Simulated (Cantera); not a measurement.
An adiabatic, constant-pressure homogeneous reactor starts with CH₄ : CO : O₂ : N₂ = 1 : 0.23 : 3.78 : 14.2 (molar parts), at 1675 K and 1.00 atm. Integrator tolerance rtol = 1e-08.

Computed with Cantera and GRI-Mech 3.0 (53 species, 325 reactions).

Problem. What does this change do: N2 14.2 to 20 parts?

Solution. 
| quantity | before | after |
|---|---|---|
| time of steepest temperature rise | 0.234 ms | 0.290 ms |
| temperature at 6.00 s | 2583 K | 2450 K |
| equilibrium temperature | 2583 K | 2450 K |
| x(CH₄) at 6.00 s | <1e-12 (gas-phase equilibrium <1e-12) | <1e-12 (gas-phase equilibrium <1e-12) |
| x(CO) at 6.00 s | 0.0106 (gas-phase equilibrium 0.0106) | 0.00502 (gas-phase equilibrium 0.00502) |
| x(O₂) at 6.00 s | 0.0788 (gas-phase equilibrium 0.0788) | 0.0608 (gas-phase equilibrium 0.0608) |
| x(OH) at 6.00 s | 0.0140 (gas-phase equilibrium 0.0140) | 0.00778 (gas-phase equilibrium 0.00778) |
| x(C₂H) at 6.00 s | <1e-12 (gas-phase equilibrium <1e-12) | <1e-12 (gas-phase equilibrium <1e-12) |
| x(CH₂O) at 6.00 s | 1.24e-11 (gas-phase equilibrium 1.24e-11) | 2.85e-12 (gas-phase equilibrium 2.85e-12) |

Problem. What does this change do: initial temperature 1675 to 1400 K?

Solution. 
```csv
quantity,before,after
time of steepest temperature rise,0.234 ms,2.61 ms
temperature at 6.00 s,2583 K,2429 K
equilibrium temperature,2583 K,2429 K
x(CH₄) at 6.00 s,<1e-12 (gas-phase equilibrium <1e-12),<1e-12 (gas-phase equilibrium <1e-12)
x(CO) at 6.00 s,0.0106 (gas-phase equilibrium 0.0106),0.00518 (gas-phase equilibrium 0.00518)
x(O₂) at 6.00 s,0.0788 (gas-phase equilibrium 0.0788),0.0803 (gas-phase equilibrium 0.0803)
x(OH) at 6.00 s,0.0140 (gas-phase equilibrium 0.0140),0.00894 (gas-phase equilibrium 0.00894)
x(C₂H) at 6.00 s,<1e-12 (gas-phase equilibrium <1e-12),<1e-12 (gas-phase equilibrium <1e-12)
x(CH₂O) at 6.00 s,1.24e-11 (gas-phase equilibrium 1.24e-11),3.02e-12 (gas-phase equilibrium 3.02e-12)
```
